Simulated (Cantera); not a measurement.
Gas mixture: C₃H₈ : NH₃ : C₂H₂ : CH₄ = 0.55 : 0.37 : 0.71 : 0.27 (molar parts), at 2.90 bar, frozen composition.

Cantera's kinetic-theory transport with the Lennard-Jones parameters of GRI-Mech 3.0, ideal gas; thermal conductivity in the multicomponent form. Polar gases are described roughly by these parameters. The composition is frozen, though it would react at the higher temperatures.

D: mixture-averaged diffusion coefficient of that species in the mixture.

```json
[
 {"T (K)": "400", "ρ (kg/m³)": "2.45", "cp (J/kg/K)": "2111", "μ (µPa s)": "12.7", "λ (mW/m/K)": "36.6", "Pr": "0.733", "D (cm²/s) CH₄": "0.0966", "D (cm²/s) C₂H₂": "0.0730", "D (cm²/s) N₂": "0.0940"},
 {"T (K)": "600", "ρ (kg/m³)": "1.63", "cp (J/kg/K)": "[?]", "μ (µPa s)": "[?]", "λ (mW/m/K)": "[?]", "Pr": "0.746", "D (cm²/s) CH₄": "[?]", "D (cm²/s) C₂H₂": "[?]", "D (cm²/s) N₂": "[?]"},
 {"T (K)": "800", "ρ (kg/m³)": "1.22", "cp (J/kg/K)": "3119", "μ (µPa s)": "22.6", "λ (mW/m/K)": "93.7", "Pr": "0.751", "D (cm²/s) CH₄": "0.331", "D (cm²/s) C₂H₂": "0.257", "D (cm²/s) N₂": "0.315"},
 {"T (K)": "1000", "ρ (kg/m³)": "0.980", "cp (J/kg/K)": "3467", "μ (µPa s)": "26.7", "λ (mW/m/K)": "123", "Pr": "0.753", "D (cm²/s) CH₄": "0.486", "D (cm²/s) C₂H₂": "0.379", "D (cm²/s) N₂": "0.461"},
 {"T (K)": "1200", "ρ (kg/m³)": "0.816", "cp (J/kg/K)": "3726", "μ (µPa s)": "[?]", "λ (mW/m/K)": "[?]", "Pr": "0.753", "D (cm²/s) CH₄": "[?]", "D (cm²/s) C₂H₂": "[?]", "D (cm²/s) N₂": "[?]"},
 {"T (K)": "1400", "ρ (kg/m³)": "0.700", "cp (J/kg/K)": "3942", "μ (µPa s)": "33.9", "λ (mW/m/K)": "178", "Pr": "0.752", "D (cm²/s) CH₄": "0.860", "D (cm²/s) C₂H₂": "0.674", "D (cm²/s) N₂": "0.811"}
]
```

Q: Complete the blanks.

A: 
- 600, cp (J/kg/K): 2680
- 600, μ (µPa s): 18.0
- 600, λ (mW/m/K): 64.7
- 600, D (cm²/s) CH₄: 0.201
- 600, D (cm²/s) C₂H₂: 0.154
- 600, D (cm²/s) N₂: 0.192
- 1200, μ (µPa s): 30.4
- 1200, λ (mW/m/K): 151
- 1200, D (cm²/s) CH₄: 0.663
- 1200, D (cm²/s) C₂H₂: 0.518
- 1200, D (cm²/s) N₂: 0.626
